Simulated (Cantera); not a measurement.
Input (Python, Cantera):

```python
import numpy as np
import cantera as ct

gas = ct.Solution("h2o2.yaml")
gas.TPX = 375, 1000000, {'H2': 1, 'O2': 0.312, 'N2': 1.17}
flame = ct.FreeFlame(gas, width=0.008)
flame.set_refine_criteria(ratio=3, slope=0.08, curve=0.16)
flame.transport_model = "mixture-averaged"
flame.solve(loglevel=0, auto=True)
z, T = flame.grid, flame.T
thick = (T[-1] - T[0]) / np.gradient(T, z).max()
show = ['H2', 'O2', 'OH', 'O', 'H2O2', 'H2O']
print(f"laminar burning velocity  {flame.velocity[0] * 100:.3f} cm/s")
print(f"burnt temperature         {T[-1]:.1f} K")
print(f"thermal thickness         {thick * 1e3:.4f} mm")
print(f"grid points               {len(z)}")
z0 = z[flame.heat_release_rate.argmax()]
print(f"{'z/mm':>9s}{'T/K':>9s}{'u/(m/s)':>9s}" + "".join(f"{s:>11s}" for s in show))
rows = []
for k in (-3, -2, -1.5, -1, -0.5, -0.25, 0, 0.25, 0.5, 1, 2, 4, 8):
    zz = z0 + k * thick
    rows.append([k * thick, np.interp(zz, z, T), np.interp(zz, z, flame.velocity),
                 *(np.interp(zz, z, flame.X[gas.species_index(s)]) for s in show)])
    print(f"{rows[-1][0] * 1e3:9.3f}{rows[-1][1]:9.1f}{rows[-1][2]:9.3f}" + "".join(f"{x:11.3e}" for x in rows[-1][3:]))
```

Result:

```
laminar burning velocity  372.378 cm/s
burnt temperature         2299.8 K
thermal thickness         0.0206 mm
grid points               111
     z/mm      T/K  u/(m/s)         H2         O2         OH          O       H2O2        H2O
   -0.062    375.0    3.724  4.029e-01  1.257e-01  2.901e-13  6.173e-11  8.815e-11  1.639e-08
   -0.041    375.1    3.724  4.027e-01  1.257e-01  5.944e-12  9.375e-10  2.194e-09  3.387e-07
   -0.031    375.6    3.726  4.022e-01  1.259e-01  1.216e-10  8.121e-09  2.962e-08  3.926e-06
   -0.021    381.2    3.764  3.989e-01  1.266e-01  1.994e-08  1.160e-07  8.140e-07  8.578e-05
   -0.010    503.2    4.786  3.707e-01  1.295e-01  3.555e-05  8.129e-06  6.771e-05  6.155e-03
   -0.005    879.4    8.044  3.234e-01  1.178e-01  9.716e-04  2.012e-04  1.865e-04  4.376e-02
    0.000   1330.1   11.892  2.632e-01  8.652e-02  1.969e-03  1.163e-03  7.675e-05  1.147e-01
    0.005   1644.0   14.577  2.098e-01  4.915e-02  3.554e-03  2.041e-03  8.488e-06  1.863e-01
    0.010   1824.3   16.119  1.770e-01  2.364e-02  4.854e-03  1.896e-03  3.756e-06  2.334e-01
    0.021   1987.1   17.473  1.562e-01  5.234e-03  5.699e-03  1.118e-03  1.707e-06  2.684e-01
    0.041   2103.1   18.386  1.553e-01  7.578e-04  5.032e-03  5.580e-04  7.101e-07  2.795e-01
    0.083   2187.6   19.022  1.591e-01  2.087e-04  3.566e-03  2.310e-04  3.421e-07  2.839e-01
    0.165   2242.5   19.424  1.621e-01  7.105e-05  2.199e-03  7.904e-05  1.534e-07  2.868e-01
```

Computed with Cantera and the H2/O2 subset of GRI-Mech 3.0, which has no nitrogen chemistry. The hydrogen kinetics of GRI-Mech 3.0 are dated; newer H2 mechanisms differ, most at raised pressure. Burning velocities carry a grid error of a few per cent, more on coarse grids.
